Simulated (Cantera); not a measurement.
## Moist CO burnout

An isothermal, constant-pressure homogeneous reactor starts with 0.925 % CO, 0.799 % O2, 0.877 % H2O, 97.4 % N2, at 1298 K and 37000 Pa.

Cantera simulation using GRI-Mech 3.0 (53 species, 325 reactions); the numbers are that mechanism's predictions, not measurements.

| t (s) | x CO | x O2 | x H2O | x H | x NO | x O | x H2 |
|---|---|---|---|---|---|---|---|
| 4.00e-6 | 0.00925 | 0.00799 | 0.00877 | <1e-12 | <1e-12 | 2.26e-11 | <1e-12 |
| 1.53e-5 | 0.00925 | 0.00799 | 0.00877 | <1e-12 | <1e-12 | 8.62e-11 | <1e-12 |
| 5.87e-5 | 0.00925 | 0.00799 | 0.00877 | 4.01e-12 | <1e-12 | 3.24e-10 | <1e-12 |
| 0.000225 | 0.00925 | 0.00799 | 0.00877 | 9.55e-11 | <1e-12 | 1.19e-9 | 7.26e-12 |
| 0.000862 | 0.00925 | 0.00799 | 0.00877 | 1.96e-9 | <1e-12 | 6.65e-9 | 5.66e-10 |
| 0.00330 | 0.00925 | 0.00798 | 0.00877 | 4.88e-7 | <1e-12 | 1.25e-6 | 2.53e-7 |
| 0.0126 | 0.00246 | 0.00476 | 0.00762 | 0.00113 | 7.65e-7 | 0.000589 | 0.000479 |
| 0.0485 | 0.000219 | 0.00348 | 0.00867 | 4.87e-5 | 1.49e-6 | 5.57e-5 | 7.27e-5 |
| 0.186 | 1.86e-5 | 0.00338 | 0.00879 | 1.15e-6 | 1.51e-6 | 4.44e-6 | 6.05e-6 |
| 0.711 | 1.55e-6 | 0.00337 | 0.00880 | 3.59e-8 | 1.51e-6 | 4.41e-7 | 5.84e-7 |
| 2.73 | 1.96e-7 | 0.00337 | 0.00881 | 2.26e-9 | 1.51e-6 | 7.05e-8 | 9.05e-8 |
| 10.4 | 5.15e-8 | 0.00337 | 0.00881 | 3.73e-10 | 1.51e-6 | 2.11e-8 | 2.69e-8 |
| 40.0 | 3.89e-8 | 0.00337 | 0.00881 | 2.57e-10 | 1.51e-6 | 1.64e-8 | 2.10e-8 |
x: mole fraction; the columns are a selection and need not sum to one.

Equilibrium at this temperature and pressure: CO 3.91e-8, O2 0.00335, H2O 0.00881, H 2.58e-10, NO 5.53e-5, O 1.63e-8, H2 2.11e-8 (gas phase only).
